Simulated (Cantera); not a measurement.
Input: 1 mol SiCl4, 13 mol H2, held at 1275 K and 0.520 bar.

These are equilibrium values from Cantera (NASA tables, ideal gas, pure condensed phases), not measurements of a reactor. Candidate condensed phases: Si; 19 gas species. The tables' values for SiCl3 are old estimates; treat these amounts as uncertain. Equilibrium is a limit: real reactors are often held back by kinetics, nucleation or transport.

Base state: H2 0.872, HCl 0.0608, SiCl4 0.0303, SiHCl3 0.0175, SiCl2 0.0110, SiCl3 0.00715, SiH2Cl2 0.00140, SiH3Cl 3.14e-5 (mole fractions); condensed: Si(s).

Q: What changes in the equilibrium state with this change: H2 from 13 to 330 mol?

A: 
```tsv
species	before	after
H2	0.872	0.989
HCl	0.0608	0.0109
SiCl2	0.0110	0.000310
SiCl4	0.0303	2.40e-5
SiHCl3	0.0175	8.81e-5
SiCl3	0.00715	3.38e-5
SiH2Cl2	0.00140	4.48e-5
Si(s), mol	0.0401	0.832
```
